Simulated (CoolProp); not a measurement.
Vapour-liquid equilibrium of R134a (1) + isobutane (2) at 2.66 bar; x and y are mole fractions of (1).

Model: multi-fluid Helmholtz-energy mixture model, Tillner-Roth 1994 and Bücker 2006; pair parameters Bell 2016, in CoolProp.

Give the bubble temperature and the first vapour's composition at x = 0.35, 0.65, 0.8. Is there an azeotrope?

x = 0.35: -6.7 °C, y = 0.616; x = 0.65: -7.8 °C, y = 0.674; x = 0.8: -7.6 °C, y = 0.725. y crosses x between x = 0.65 and 0.8: the model has an azeotrope there.

Pair parameters are fitted to limited data, so mixtures are less certain than the pure fluids. With so large a gap from Raoult's law the liquid may split in two, which this calculation doesn't test in full.
